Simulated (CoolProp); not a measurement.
The fluid at 298.15 K and 0.00467 MPa is compressed adiabatically to 0.0142 MPa with isentropic efficiency 0.75. The same conditions are run with several fluids, on thermodynamics alone (safety and materials aside).

Computed with CoolProp (reference Helmholtz-energy equation of state of each fluid (ethanol: Schroeder 2014; cis-2-butene: Lemmon 2005; normal hydrogen: Leachman 2009; R245fa: Akasaka 2015; R21: Platzer 1990)). The equations of Platzer and Polt are older, rougher fits.

| fluid | work (kJ/kg) | final temperature (K) | final density (kg/m³) |
|---|---|---|---|
| ethanol | (withheld) | 354.8 | 0.223 |
| cis-2-butene | (withheld) | (withheld) | 0.280 |
| normal hydrogen | 2150 | 446.9 | 0.00770 |
| R245fa | 28.5 | (withheld) | 0.695 |
| R21 | (withheld) | 360.1 | 0.489 |

### Question
Fill in the missing entries.

### Answer

- ethanol, work (kJ/kg): 85.2
- cis-2-butene, work (kJ/kg): 69.2
- cis-2-butene, final temperature (K): 343.6
- R245fa, final temperature (K): 330.3
- R21, work (kJ/kg): 38.4
